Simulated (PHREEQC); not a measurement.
**Arsenic or selenium liquor (model solution)**

A solution holds 10 mmol/kgw Na2HAsO4, 14 mmol/kgw NaOH and 0.36 mmol/kgw CaCl2, at 90 °C. Closed to the air; pH follows from the charge balance.

Equilibrium calculation in PHREEQC: ion-association model, wateq4f.dat.

Each row changes one thing in this solution. Precipitation was switched off in this run.

```csv
case,pH,ionic strength (mol/kgw),HAsO4-2 (mol/kgw),AsO4-3 (mol/kgw),H2AsO4- (mol/kgw)
as made,10.34,0.0524,0.00635,0.00365,1.67e-6
0.0019 mol/kgw NH3 added,10.34,0.0524,0.00634,0.00365,1.66e-6
diluted 2-fold with water,10.13,0.0246,0.00395,0.00105,2.01e-6
temperature from 90 to 60 °C,10.88,0.0555,0.00479,0.00521,4.17e-7
CaCl2 left out,10.34,0.0513,0.00636,0.00364,1.67e-6
diluted 10-fold with water,9.53,0.00459,0.000957,4.08e-5,2.53e-6
```

Complexes and solids missing from the database can't appear. At this temperature some constants are extrapolated from 25 °C, and those without enthalpy data are left unchanged. The database has no arsenate complexes of Ca.
